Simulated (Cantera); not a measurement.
A perfectly stirred reactor is fed with CH₄ : H₂ : H = 0.011 : 1 : 0.031 (molar parts), at 100.0 Torr; it is held at 1625 K, and followed from long to short residence time.

Computed with Cantera and GRI-Mech 3.0 (53 species, 325 reactions). GRI-Mech 3.0 stops at C3 and has no aromatics, soot or wall deposition, so with more carbon than oxygen in the feed, carbon stays in small species such as C2H2 where larger ones or solid carbon would form.

Problem. What does this change do: CH4 0.011 to 0.0022 parts?

Solution. 
| quantity | before | after |
|---|---|---|
| x(CH₄) at τ = 7.40 s | 0.00498 | 0.00137 |
| x(H₂) at τ = 7.40 s | 0.992 | 0.998 |
| x(H) at τ = 7.40 s | 0.000233 | 0.000325 |
| x(CH₂) at τ = 7.40 s | 5.30e-9 | 2.80e-9 |
| x(CH₃) at τ = 7.40 s | 2.37e-5 | 9.02e-6 |
| x(CH₄) at τ = 74.0 ms | 0.00778 | 0.00163 |
| x(H₂) at τ = 74.0 ms | 0.990 | 0.996 |
| x(H) at τ = 74.0 ms | 0.00106 | 0.00233 |
| x(CH₂) at τ = 74.0 ms | 1.62e-7 | 1.65e-7 |
| x(CH₃) at τ = 74.0 ms | 0.000168 | 7.64e-5 |
